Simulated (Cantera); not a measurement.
A Cantera script and its output.

```python
import numpy as np
import cantera as ct

gas = ct.Solution("h2o2.yaml")
gas.TPX = 700, 790000, {'H2': 1, 'O2': 0.357, 'N2': 1.07}
flame = ct.FreeFlame(gas, width=0.0094)
flame.set_refine_criteria(ratio=3, slope=0.08, curve=0.16)
flame.transport_model = "mixture-averaged"
flame.solve(loglevel=0, auto=True)
z, T = flame.grid, flame.T
thick = (T[-1] - T[0]) / np.gradient(T, z).max()
show = ['H2', 'O2', 'OH', 'HO2', 'H', 'O']
print(f"laminar burning velocity  {flame.velocity[0] * 100:.3f} cm/s")
print(f"burnt temperature         {T[-1]:.1f} K")
print(f"thermal thickness         {thick * 1e3:.4f} mm")
print(f"grid points               {len(z)}")
z0 = z[flame.heat_release_rate.argmax()]
print(f"{'z/mm':>9s}{'T/K':>9s}{'u/(m/s)':>9s}" + "".join(f"{s:>11s}" for s in show))
rows = []
for k in (-3, -2, -1.5, -1, -0.5, -0.25, 0, 0.25, 0.5, 1, 2, 4, 8):
    zz = z0 + k * thick
    rows.append([k * thick, np.interp(zz, z, T), np.interp(zz, z, flame.velocity),
                 *(np.interp(zz, z, flame.X[gas.species_index(s)]) for s in show)])
    print(f"{rows[-1][0] * 1e3:9.3f}{rows[-1][1]:9.1f}{rows[-1][2]:9.3f}" + "".join(f"{x:11.3e}" for x in rows[-1][3:]))
```

It prints:

```
laminar burning velocity  1412.570 cm/s
burnt temperature         2758.1 K
thermal thickness         0.0326 mm
grid points               111
     z/mm      T/K  u/(m/s)         H2         O2         OH        HO2          H          O
   -0.098    700.0   14.126  4.120e-01  1.471e-01  6.369e-16  1.563e-11  1.601e-15  1.052e-14
   -0.065    700.0   14.126  4.120e-01  1.471e-01  3.060e-13  2.150e-09  1.040e-12  5.046e-12
   -0.049    700.0   14.126  4.120e-01  1.471e-01  6.847e-12  3.228e-08  3.926e-11  1.121e-10
   -0.033    700.3   14.126  4.118e-01  1.472e-01  1.471e-09  2.318e-06  3.778e-08  1.511e-08
   -0.016    731.1   14.603  4.046e-01  1.478e-01  5.875e-05  5.947e-04  1.520e-04  1.279e-05
   -0.008    999.4   19.308  3.644e-01  1.416e-01  1.412e-03  1.015e-03  5.553e-03  4.861e-04
    0.000   1496.0   27.866  2.671e-01  1.022e-01  4.947e-03  4.957e-04  3.168e-02  3.974e-03
    0.008   1864.2   34.196  1.757e-01  4.577e-02  1.150e-02  2.022e-04  5.753e-02  6.900e-03
    0.016   2053.8   37.363  1.391e-01  1.915e-02  1.603e-02  7.808e-05  6.292e-02  6.946e-03
    0.033   2237.3   40.270  1.278e-01  7.100e-03  1.856e-02  2.671e-05  5.444e-02  5.682e-03
    0.065   2405.5   42.789  1.293e-01  3.949e-03  1.755e-02  1.344e-05  4.025e-02  3.699e-03
    0.130   2549.4   44.859  1.310e-01  2.202e-03  1.462e-02  6.690e-06  2.764e-02  2.026e-03
    0.261   2656.5   46.347  1.321e-01  1.083e-03  1.106e-02  2.902e-06  1.828e-02  9.850e-04
```

Model: the H2/O2 subset of GRI-Mech 3.0, which has no nitrogen chemistry, integrated in Cantera. The hydrogen kinetics of GRI-Mech 3.0 are dated; newer H2 mechanisms differ, most at raised pressure. Burning velocities carry a grid error of a few per cent, more on coarse grids.
